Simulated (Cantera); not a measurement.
A perfectly stirred reactor is fed with CH4 : H2 = 0.021 : 1 (molar parts), at 20.0 Torr; it is held at 2050 K, and followed from long to short residence time.

Model: GRI-Mech 3.0 (53 species, 325 reactions), integrated in Cantera. GRI-Mech 3.0 stops at C3 and has no aromatics, soot or wall deposition, so with more carbon than oxygen in the feed, carbon stays in small species such as C2H2 where larger ones or solid carbon would form. Radical loss at walls, strong at low pressure, is not modelled.

**Question.** What does this change do: temperature 2050 to 1525 K?

**Answer.** 
```csv
quantity,before,after
x(CH4) at τ = 11.0 s,0.000247,0.0158
x(H2) at τ = 11.0 s,0.977,0.982
x(C2H6) at τ = 11.0 s,8.09e-10,3.93e-7
x(C2H4) at τ = 11.0 s,1.39e-6,2.11e-5
x(CH2) at τ = 11.0 s,1.19e-6,4.72e-9
x(CH4) at τ = 0.260 s,0.00227,0.0204
x(H2) at τ = 0.260 s,0.979,0.979
x(C2H6) at τ = 0.260 s,5.06e-8,4.11e-7
x(C2H4) at τ = 0.260 s,4.19e-6,7.79e-6
x(CH2) at τ = 0.260 s,5.68e-6,3.26e-9
```

**Question.** What does this change do: pressure from 20.0 Torr to 10.00 Torr?

**Answer.** 
```json
[
 {"quantity": "x(CH4) at τ = 11.0 s", "before": "0.000247", "after": "0.000232"},
 {"quantity": "x(H2) at τ = 11.0 s", "before": "0.977", "after": "0.972"},
 {"quantity": "x(C2H6) at τ = 11.0 s", "before": "8.09e-10", "after": "7.01e-10"},
 {"quantity": "x(C2H4) at τ = 11.0 s", "before": "1.39e-6", "after": "7.67e-7"},
 {"quantity": "x(CH2) at τ = 11.0 s", "before": "1.19e-6", "after": "1.96e-6"},
 {"quantity": "x(CH4) at τ = 0.260 s", "before": "0.00227", "after": "0.00303"},
 {"quantity": "x(H2) at τ = 0.260 s", "before": "0.979", "after": "0.978"},
 {"quantity": "x(C2H6) at τ = 0.260 s", "before": "5.06e-8", "after": "7.23e-8"},
 {"quantity": "x(C2H4) at τ = 0.260 s", "before": "4.19e-6", "after": "5.88e-6"},
 {"quantity": "x(CH2) at τ = 0.260 s", "before": "5.68e-6", "after": "7.86e-6"}
]
```
